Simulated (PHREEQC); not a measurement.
Dissolve 0.62 mmol/kgw Sr(OH)2 and 0.9 mmol/kgw LiNO3 at 15 °C and 300 atm. Closed to the air; pH follows from the charge balance.

All values are PHREEQC results (ion-association model, phreeqc.dat), not measurements.

### Question
The ionic strength comes out as 0.00275 mol/kgw. What activity coefficients do SrOH+, OH-, NO3-, Li+, Sr+2 get?

### Answer
SrOH+ 0.95, OH- 0.95, NO3- 0.94, Li+ 0.95, Sr+2 0.80.

No solid was allowed to form. Under pressure, the constants of complexes without a molar volume in the database are unreliable.
